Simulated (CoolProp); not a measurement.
Vapour pressure (MPa) of trans-2-butene: the reference equation beside estimates from Tc = 428.6 K, pc = 4.019 MPa, ω = 0.210. Clausius-Clapeyron is anchored at 260.4 K with a constant enthalpy of vaporisation of 23.43 kJ/mol.

Model: reference Helmholtz-energy equation of state, Lemmon 2005, in CoolProp. It is a short technical equation, of lower accuracy than the large ones.

```
T (K)  reference  Clausius-Clapeyron  van der Waals  Redlich-Kwong  Soave-Redlich-Kwong  Peng-Robinson
-----  ---------  ------------------  -------------  -------------  -------------------  -------------
203.4   0.002242            0.002814        0.07774       0.004268             0.002089       0.002291
222.4   0.008243            0.009188         0.1430        0.01496             0.007817       0.008299
241.4    0.02397             0.02490         0.2399        0.04100              0.02309        0.02394
260.4    0.05836             0.05836         0.3751        0.09372              0.05697        0.05803
279.3     0.1234              0.1214         0.5534         0.1863               0.1218         0.1225
298.3     0.2352              0.2308         0.7822         0.3347               0.2344         0.2338
317.3     0.4117              0.4062          1.066         0.5540               0.4137         0.4103
336.3     0.6731              0.6709          1.408         0.8596               0.6810         0.6732
```

Absolute difference from the reference over all 8 rows, mean and median: Clausius-Clapeyron 5.8 and 1.7 %, van der Waals 911.9 and 445.6 %, Redlich-Kwong 57.4 and 55.8 %, Soave-Redlich-Kwong 2.7 and 1.8 %, Peng-Robinson 0.7 and 0.6 %.
